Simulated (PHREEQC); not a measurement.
KOH is added in steps, without added water, to 1 kg of water holding 0.18 mol/kgw BaCl2 and 0.021 mol/kgw Na2CO3, at 25 °C. Oxygen alone is held at its pressure in air (log pO2 = -0.68). CO2 from the air is kept out. Solids allowed: Witherite, Halite, Sylvite. Others were left out.

Base run: PHREEQC, ion-association model, phreeqc.dat. Each further column changes one thing. The table gives C in solution (mol/kgw).

| KOH added (mol) | base | 0.0096 mol/kgw Ba(NO3)2 added | Na2CO3 replaced by (NH4)2CO3 at the same molality |
|---|---|---|---|
| 0 | 9.32e-6 | 9.22e-6 | 0.000204 |
| 5.8e-05 | 2.67e-6 | 2.63e-6 | 0.000178 |
| 0.0001305 | 2.13e-6 | 2.10e-6 | 0.000151 |
| 0.0001885 | 1.99e-6 | 1.96e-6 | 0.000132 |
| 0.000261 | 1.90e-6 | 1.88e-6 | 0.000114 |
| 0.000319 | 1.86e-6 | 1.84e-6 | 0.000101 |
| 0.0003915 | 1.83e-6 | 1.81e-6 | 8.85e-5 |
| 0.0004495 | 1.81e-6 | 1.79e-6 | 8.02e-5 |
| 0.000522 | 1.79e-6 | 1.77e-6 | 7.15e-5 |
| 0.00058 | 1.78e-6 | 1.76e-6 | 6.57e-5 |

 Solids allowed in the column 'Na2CO3 replaced by (NH4)2CO3 at the same molality': Witherite, Sylvite.
